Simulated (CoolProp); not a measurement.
Toluene along the isotherm 620 K: density (kg/m³) from the reference equation and from simpler models built on Tc = 591.7 K, pc = 4.126 MPa, ω = 0.266; each cubic takes its own stable root.

Values from CoolProp's reference Helmholtz-energy equation of state, Lemmon 2006. It is a short technical equation, of lower accuracy than the large ones.

```json
[
 {"p (MPa)": "1.88", "phase": "gas", "reference": "39.84"},
 {"p (MPa)": "3.75", "phase": "gas", "reference": "103.8"},
 {"p (MPa)": "5.63", "phase": "supercritical", "reference": "302.6"},
 {"p (MPa)": "7.5", "phase": "supercritical", "reference": "438.0"},
 {"p (MPa)": "9.38", "phase": "supercritical", "reference": "479.5"},
 {"p (MPa)": "11.3", "phase": "supercritical", "reference": "505.7"},
 {"p (MPa)": "13.1", "phase": "supercritical", "reference": "523.9"},
 {"p (MPa)": "15", "phase": "supercritical", "reference": "539.3"},
 {"p (MPa)": "16.9", "phase": "supercritical", "reference": "552.2"},
 {"p (MPa)": "18.8", "phase": "supercritical", "reference": "563.3"},
 {"p (MPa)": "20.6", "phase": "supercritical", "reference": "572.6"}
]
```

Q: How far does each simpler model (ideal gas, van der Waals, Redlich-Kwong, Soave-Redlich-Kwong, Peng-Robinson) lie from the reference over these 11 states: mean and median of the absolute difference, and the worst?

A: 
- ideal gas: mean 49.0 %, median 50.3 %, worst -69.4 % at 620 K and 7.5 MPa
- van der Waals: mean 21.3 %, median 27.4 %, worst -27.5 % at 620 K and 15 MPa
- Redlich-Kwong: mean 9.3 %, median 10.2 %, worst -15.2 % at 620 K and 7.5 MPa
- Soave-Redlich-Kwong: mean 11.7 %, median 12.2 %, worst -18.7 % at 620 K and 7.5 MPa
- Peng-Robinson: mean 4.2 %, median 2.8 %, worst -11.1 % at 620 K and 7.5 MPa
